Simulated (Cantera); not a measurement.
An isothermal, constant-pressure homogeneous reactor starts with 70.4 % NH3, 29.6 % N2, at 1748 K and 0.210 bar.

Cantera simulation using the gas-phase N/H chemistry of the illustrative SiF4/NH3 mechanism in the Surface Chemkin manual (1991); the numbers are that mechanism's predictions, not measurements. Walls and surfaces, which speed up NH3 decomposition in real reactors, are not modelled.

Question: Predict: x(NH3) at 2.00 s; x(N2H4) at 2.00 s; x(NH) at 2.00 s; x(H2) at 2.00 s; x(NH2) at 2.00 s.

Answer: 
| Quantity | Result |
|---|---|
| x(NH3) at 2.00 s | 0.325 (gas-phase equilibrium 2.04e-6) |
| x(N2H4) at 2.00 s | 2.74e-8 (gas-phase equilibrium <1e-12) |
| x(NH) at 2.00 s | 1.59e-6 (gas-phase equilibrium 1.15e-10) |
| x(H2) at 2.00 s | 0.334 (gas-phase equilibrium 0.620) |
| x(NH2) at 2.00 s | 0.000163 (gas-phase equilibrium 3.39e-9) |
